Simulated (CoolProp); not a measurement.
Saturation properties of octamethylcyclotetrasiloxane (D4) (Tc = 586.5 K, pc = 1.347 MPa, ω = 0.598).

Model: reference Helmholtz-energy equation of state, Thol 2015, in CoolProp.

```csv
T (K),p (MPa),vapour density (kg/m³),liquid cp (kJ/(kg K)),surface tension (mN/m)
335.9,0.001494,0.1592,1.738,15.2
351.7,0.003359,0.3427,1.770,14.1
367.4,0.006863,0.6733,1.803,12.9
383.2,0.01304,1.234,1.838,11.8
398.9,0.02308,?,1.874,10.7
414.7,0.03874,3.464,1.912,9.65
430.4,?,5.407,?,8.59
446.2,?,?,1.989,7.55
461.9,0.1394,11.92,2.030,6.55
477.7,?,17.04,2.074,5.56
```

Task: What belongs in the gaps?

Result: 
- 398.9, vapour density (kg/m³): 2.119
- 430.4, p (MPa): 0.06174
- 430.4, liquid cp (kJ/(kg K)): 1.950
- 446.2, p (MPa): 0.09458
- 446.2, vapour density (kg/m³): 8.159
- 477.7, p (MPa): 0.1994

It boils at 448.9 K under 1 atm.

Surface tension comes from a separate correlation (Mulero 2014), older than this fluid's equation and unchecked against measurements.
